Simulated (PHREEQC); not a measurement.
Solution (25 °C): 0.087 mol KOH, 0.018 mol KNO3 and 0.00022 mol H3BO3 per kg of water. Closed to the air; pH follows from the charge balance.

Computed with PHREEQC (ion-association model, phreeqc.dat).

This is a speciation only: nothing precipitates in the calculation.

Question: What pH, density does the model give?

Answer: pH 12.81; density 1.003 g/cm³.
